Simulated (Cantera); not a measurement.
Input (Python, Cantera):

```python
import numpy as np
import cantera as ct

gas = ct.Solution("gri30.yaml")
gas.TPX = 750, 500000, {'CO': 1, 'H2': 0.065, 'CH4': 0.49, 'O2': 0.945, 'N2': 3.55, 'H2O': 1.7}
inlet = ct.Reservoir(gas, clone=True)
gas.equilibrate("HP")  # start burning
reactor = ct.IdealGasConstPressureReactor(gas, energy="on", clone=False)
exhaust = ct.Reservoir(gas, clone=True)
tau = [0.047, 0.023, 0.011, 0.0054, 0.0026, 0.0013, 0.00061, 0.0003, 0.00014, 7e-05, 3.4e-05, 1.6e-05][0]
for a, b in ((inlet, reactor), (reactor, exhaust)):
    ct.MassFlowController(a, b, mdot=lambda t: reactor.mass / tau)
net = ct.ReactorNet([reactor])
show = ['CO', 'H2', 'CH4', 'HO2', 'N2O', 'OH']

rows = []
print(f"{'tau/s':>10s}{'T/K':>9s}" + "".join(f"{s:>11s}" for s in show))
for tau in [0.047, 0.023, 0.011, 0.0054, 0.0026, 0.0013, 0.00061, 0.0003, 0.00014, 7e-05, 3.4e-05, 1.6e-05]:
    net.initial_time = 0.0
    net.advance(30 * tau)
    before = gas.X
    net.advance(40 * tau)
    drift = np.max(np.abs(gas.X - before) / (gas.X + 1e-9))
    rows.append([gas.T, *gas[show].X, drift])
    print(f"{tau:10.3e}{gas.T:9.1f}" + "".join(f"{x:11.3e}" for x in gas[show].X))
```

Output:

```
     tau/s      T/K         CO         H2        CH4        HO2        N2O         OH
 4.700e-02   1996.9  8.868e-02  5.549e-02  4.166e-04  4.661e-08  1.753e-09  1.279e-04
 2.300e-02   1996.7  8.836e-02  5.470e-02  6.916e-04  9.316e-08  2.148e-09  1.386e-04
 1.100e-02   1995.7  8.794e-02  5.346e-02  1.084e-03  1.912e-07  2.838e-09  1.547e-04
 5.400e-03   1992.7  8.768e-02  5.186e-02  1.540e-03  3.855e-07  4.011e-09  1.776e-04
 2.600e-03   1985.8  8.796e-02  4.988e-02  2.039e-03  8.058e-07  6.118e-09  2.114e-04
 1.300e-03   1973.1  8.921e-02  4.771e-02  2.524e-03  1.669e-06  9.543e-09  2.540e-04
 6.100e-04   1947.0  9.249e-02  4.473e-02  3.164e-03  3.929e-06  1.622e-08  3.061e-04
 3.000e-04   1891.7  9.961e-02  4.013e-02  4.353e-03  1.036e-05  2.992e-08  3.222e-04
 1.400e-04    750.0  1.290e-01  8.387e-03  6.323e-02  3.613e-12  2.267e-18  8.037e-15
 7.000e-05    750.0  1.290e-01  8.387e-03  6.323e-02  1.569e-12  1.113e-18  7.697e-15
 3.400e-05    750.0  1.290e-01  8.387e-03  6.323e-02  6.798e-13  5.209e-19  7.303e-15
 1.600e-05    750.0  1.290e-01  8.387e-03  6.323e-02  2.846e-13  2.271e-19  6.675e-15
```

Computed with Cantera and GRI-Mech 3.0 (53 species, 325 reactions).
